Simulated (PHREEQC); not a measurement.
## Alkaline etch or developer

A solution holds 0.0016 mol/kgw LiOH and 0.00078 mol/kgw K2CO3, at 50 °C. Closed to the air; pH follows from the charge balance.

Equilibrium calculation in PHREEQC: ion-association model, phreeqc.dat.

No solid was allowed to form.

### Question
Estimate the pH, ionic strength, specific conductance.

### Answer
pH 10.49; ionic strength 0.00372 mol/kgw; specific conductance 967 µS/cm.

### Question
In which forms is C present?

### Answer
CO3-2 72 %, HCO3- 28 % of the C.

Complexes and solids missing from the database can't appear. Constants without temperature data keep their 25 °C values here.
